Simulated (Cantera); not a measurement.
An adiabatic, constant-volume homogeneous reactor starts with CH₄ : C₂H₆ : O₂ : N₂ : CO₂ = 1 : 0.13 : 2.46 : 9.23 : 0.67 (molar parts), at 1150 K and 29.6 atm. Integrator tolerance rtol = 1e-08.

Cantera simulation using GRI-Mech 3.0 (53 species, 325 reactions); the numbers are that mechanism's predictions, not measurements. The pressure lies above the range GRI-Mech 3.0 was tuned for (to about 10 atm).

### Question
What does this change do: 0.92 parts H2 added?

### Answer
| quantity | before | after |
|---|---|---|
| time of steepest temperature rise | 0.798 ms | 0.446 ms |
| temperature at 0.300 s | 2938 K | 2995 K |
| equilibrium temperature | 2938 K | 2995 K |
| x(CH₄) at 0.300 s | <1e-12 (gas-phase equilibrium <1e-12) | 8.06e-12 (gas-phase equilibrium 9.34e-12) |
| x(C₂H₆) at 0.300 s | <1e-12 (gas-phase equilibrium <1e-12) | <1e-12 (gas-phase equilibrium <1e-12) |
| x(O₂) at 0.300 s | 0.0113 (gas-phase equilibrium 0.0113) | 0.00254 (gas-phase equilibrium 0.00254) |
| x(O) at 0.300 s | 0.00110 (gas-phase equilibrium 0.00110) | 0.000635 (gas-phase equilibrium 0.000635) |
| x(CH₂) at 0.300 s | <1e-12 (gas-phase equilibrium <1e-12) | 3.87e-12 (gas-phase equilibrium 4.19e-12) |
| x(CH₂O) at 0.300 s | 6.03e-9 (gas-phase equilibrium 6.03e-9) | 3.55e-8 (gas-phase equilibrium 3.55e-8) |
| x(CH₂CO) at 0.300 s | <1e-12 (gas-phase equilibrium <1e-12) | <1e-12 (gas-phase equilibrium <1e-12) |

### Question
What does this change do: 0.16 parts H2 added?

### Answer
```
quantity                                                            before                                    after
---------------------------------  ---------------------------------------  ---------------------------------------
time of steepest temperature rise                                 0.798 ms                                 0.633 ms
temperature at 0.300 s                                              2938 K                                   2956 K
equilibrium temperature                                             2938 K                                   2956 K
x(CH₄) at 0.300 s                    <1e-12 (gas-phase equilibrium <1e-12)    <1e-12 (gas-phase equilibrium <1e-12)
x(C₂H₆) at 0.300 s                   <1e-12 (gas-phase equilibrium <1e-12)    <1e-12 (gas-phase equilibrium <1e-12)
x(O₂) at 0.300 s                     0.0113 (gas-phase equilibrium 0.0113)  0.00901 (gas-phase equilibrium 0.00901)
x(O) at 0.300 s                    0.00110 (gas-phase equilibrium 0.00110)  0.00105 (gas-phase equilibrium 0.00105)
x(CH₂) at 0.300 s                    <1e-12 (gas-phase equilibrium <1e-12)    <1e-12 (gas-phase equilibrium <1e-12)
x(CH₂O) at 0.300 s                 6.03e-9 (gas-phase equilibrium 6.03e-9)  8.64e-9 (gas-phase equilibrium 8.64e-9)
x(CH₂CO) at 0.300 s                  <1e-12 (gas-phase equilibrium <1e-12)    <1e-12 (gas-phase equilibrium <1e-12)
```
